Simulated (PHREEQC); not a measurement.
## Acid mine or pickling water (model solution)

A made-up water analysis in mmol/kgw, 25 °C, pH 2.54, pe 12: Na 11; K 0.718; Ca 1.45; Mg 0.125; Cl 0.764; S(6) 9.91; Cu(2) 0.0792; Si 0.341; Mn(2) 0.00459.

Valence states are taken as typed.

The numbers come from PHREEQC with the ion-association model, phreeqc.dat.

Each row changes one thing in this solution. No solid was allowed to form.

| case | ionic strength (mol/kgw) | HSO4- (mol/kgw) | CaSO4 (mol/kgw) | NaSO4- (mol/kgw) | Mg+2 (mol/kgw) | MgSO4 (mol/kgw) | SI of Chalcedony (SiO2) |
|---|---|---|---|---|---|---|---|
| as made | 0.0264 | 0.00139 | 0.000422 | 0.000228 | 8.04e-5 | 4.46e-5 | +0.09 |
| K from 0.718 to 2.15 mmol/kgw | 0.0271 | 0.00138 | 0.000418 | 0.000226 | (withheld) | 4.42e-5 | +0.09 |
| temperature from 25 to 35 °C at the same typed pH | (withheld) | (withheld) | 0.000428 | 0.000232 | 7.46e-5 | 5.04e-5 | -0.03 |

Task: What belongs in the gaps?

Result: 
- K from 0.718 to 2.15 mmol/kgw, Mg+2 (mol/kgw): 8.08e-5
- temperature from 25 to 35 °C at the same typed pH, ionic strength (mol/kgw): 0.0260
- temperature from 25 to 35 °C at the same typed pH, HSO4- (mol/kgw): 0.00167

Complexes and solids missing from the database can't appear. Some of these states are supersaturated (in Quartz (slow to form), Chalcedony (slow to form), for instance).
